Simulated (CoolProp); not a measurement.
Vapour-liquid equilibrium of isohexane (1) + n-hexane (2) at 89.25 °C; x and y are mole fractions of (1).

Computed with CoolProp (multi-fluid Helmholtz-energy mixture model, Lemmon 2006 and Thol 2019; pair parameters Bell 2016).

```csv
x,"bubble pressure, mixture model (MPa)","bubble pressure, Raoult's law (MPa)","y, mixture model","y, Raoult's law"
0.05,___,0.1876,0.063,0.063
0.2,0.1959,0.1951,0.240,0.241
0.35,0.2038,0.2025,___,0.406
0.5,0.2114,0.2099,0.555,0.559
0.65,___,0.2174,0.696,0.702
0.8,0.2258,0.2248,___,0.835
0.95,0.2325,0.2322,0.958,0.960
```

Task: Complete the blanks.

Result: 
- 0.05, bubble pressure, mixture model (MPa): 0.1879
- 0.35, y, mixture model: 0.403
- 0.65, bubble pressure, mixture model (MPa): 0.2187
- 0.8, y, mixture model: 0.830

The largest gap from Raoult's law is +0.7 % in bubble pressure, at x = 0.5. No azeotrope shows between x = 0.05 and 0.95.

The pair parameters rest on a limited set of measurements; away from them the model extrapolates.
